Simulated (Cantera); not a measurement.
# Equilibrium for abatement and gas-phase synthesis: S + H₂O + H₂ + O₂

Input: 1 mol S, 1.2 mol H₂O, a varied amount of H₂, 0.71 mol O₂, at 675 K and 1.30 bar.

Cantera equilibrium calculation (NASA polynomials, part measured and part estimated; ideal gas, pure solids and liquids). Candidate condensed phases: H₂O, H₂SO₄, S; 19 gas species. Gases not in the tables: S₃ to S₇. Kinetics and transport are ignored.

From 0.082 mol H₂ to 5.9 mol H₂ nothing is condensed.

```csv
n(H₂) (mol),x H₂O,x H₂,x SO₂,x H₂S,x S₈,x S₂,x S₂O
0.082,0.604,1.68e-5,0.346,0.0305,0.0135,0.00454,0.000806
0.15,0.622,1.80e-5,0.324,0.0330,0.0147,0.00463,0.000793
0.28,0.655,2.03e-5,0.285,0.0379,0.0167,0.00479,0.000762
0.51,0.704,2.50e-5,0.223,0.0475,0.0196,0.00499,0.000695
0.94,0.772,3.63e-5,0.129,0.0704,0.0228,0.00517,0.000544
1.7,0.800,7.91e-5,0.0283,0.148,0.0175,0.00485,0.000242
3.2,0.595,0.177,2.14e-12,0.227,<1e-12,2.26e-9,<1e-12
5.9,0.369,0.490,<1e-12,0.141,<1e-12,1.14e-10,<1e-12
```
x: gas mole fraction; nothing condenses.
